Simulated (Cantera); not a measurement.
What does this Cantera script print?

```python
import numpy as np
import cantera as ct

gas_names = """
    CL2 Si SiCL4 SiHCL3 H HCL SiH2CL2
""".split()
cond_names = """

""".split()


def load(file, names, dense=False):
    # The tables refer to 1 bar. Condensed volumes are neglected.
    table = {s.name: s for s in ct.Species.list_from_file(file)}
    out = []
    for n in names:
        d = dict(table[n].input_data)
        d["thermo"] = dict(d["thermo"], **{"reference-pressure": 1e5})
        if dense:
            d["equation-of-state"] = {"model": "constant-volume", "density": "1e6 g/cm^3"}
        out.append(ct.Species.from_dict(d))
    return out


species = {s.name: s for s in load("nasa_gas.yaml", gas_names) + load("nasa_condensed.yaml", cond_names)}
# Each term lists the table entries of one substance; the one whose range holds T is used.
reactions = {
    '2 Cl2(g) + Si(g) = SiCl4(g)':
        [(-2, ['CL2']), (-1, ['Si']), (1, ['SiCL4'])],
    'SiHCl3(g) + 2 H(g) = HCl(g) + SiH2Cl2(g)':
        [(-1, ['SiHCL3']), (-2, ['H']), (1, ['HCL']), (1, ['SiH2CL2'])],
}


def pick(names, T):
    return next(species[n] for n in names if species[n].thermo.min_temp <= T <= species[n].thermo.max_temp)


results = []
for label, terms in reactions.items():
    print(label)
    print("     T/K   dH/kJ  dS/(J/K)   dG/kJ   log10 K")
    for T in [675, 775, 875, 975, 1075]:
        used = [(nu, pick(names, T)) for nu, names in terms]
        dH = sum(nu * s.thermo.h(T) for nu, s in used) / 1e6
        dS = sum(nu * s.thermo.s(T) for nu, s in used) / 1e3
        dG = dH - T * dS / 1e3
        logK = -dG * 1e6 / (ct.gas_constant * T * np.log(10))
        results.append((label, T, dH, dS, dG, logK, [s.name for _, s in used]))
        print(f"{T:8g} {dH:8.1f} {dS:8.1f} {dG:8.1f} {logK:8.2f}")
```

It prints:

```
2 Cl2(g) + Si(g) = SiCl4(g)
     T/K   dH/kJ  dS/(J/K)   dG/kJ   log10 K
     675  -1110.5   -278.7   -922.3    71.37
     775  -1109.6   -277.5   -894.5    60.29
     875  -1108.6   -276.3   -866.8    51.75
     975  -1107.6   -275.2   -839.3    44.96
    1075  -1106.6   -274.2   -811.8    39.44
SiHCl3(g) + 2 H(g) = HCl(g) + SiH2Cl2(g)
     T/K   dH/kJ  dS/(J/K)   dG/kJ   log10 K
     675   -361.3    -88.8   -301.4    23.32
     775   -363.3    -91.5   -292.4    19.71
     875   -365.1    -93.7   -283.1    16.90
     975   -366.7    -95.4   -273.7    14.66
    1075   -368.2    -96.9   -264.0    12.83
```

Cantera with NASA thermochemical tables; ideal gases at 1 bar, condensed phases pure. Condensed species are held in their standard states even where they would react or evaporate.
